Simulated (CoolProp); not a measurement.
Saturation properties of R1132(E) (Tc = 75.7 °C, pc = 5174 kPa, ω = 0.245).

The numbers come from the reference Helmholtz-energy equation of state, Akasaka 2024 in CoolProp.

```json
[
 {"T (°C)": "-19.95", "p (kPa)": "415.9", "liquid cp (kJ/(kg K))": "(withheld)", "vapour Z": "0.9101"},
 {"T (°C)": "-11.15", "p (kPa)": "567.9", "liquid cp (kJ/(kg K))": "1.705", "vapour Z": "0.8886"},
 {"T (°C)": "-2.35", "p (kPa)": "758.3", "liquid cp (kJ/(kg K))": "1.736", "vapour Z": "0.8640"},
 {"T (°C)": "6.45", "p (kPa)": "992.6", "liquid cp (kJ/(kg K))": "1.779", "vapour Z": "0.8362"},
 {"T (°C)": "15.25", "p (kPa)": "1277", "liquid cp (kJ/(kg K))": "1.835", "vapour Z": "0.8048"},
 {"T (°C)": "24.15", "p (kPa)": "1621", "liquid cp (kJ/(kg K))": "1.911", "vapour Z": "0.7690"},
 {"T (°C)": "32.95", "p (kPa)": "2025", "liquid cp (kJ/(kg K))": "2.016", "vapour Z": "(withheld)"},
 {"T (°C)": "41.75", "p (kPa)": "2499", "liquid cp (kJ/(kg K))": "2.169", "vapour Z": "(withheld)"},
 {"T (°C)": "50.55", "p (kPa)": "3052", "liquid cp (kJ/(kg K))": "2.414", "vapour Z": "0.6300"},
 {"T (°C)": "59.35", "p (kPa)": "(withheld)", "liquid cp (kJ/(kg K))": "2.888", "vapour Z": "0.5657"}
]
```

Question: What belongs in the gaps?

Answer: 
- -19.95, liquid cp (kJ/(kg K)): 1.682
- 32.95, vapour Z: 0.7289
- 41.75, vapour Z: 0.6832
- 59.35, p (kPa): 3692
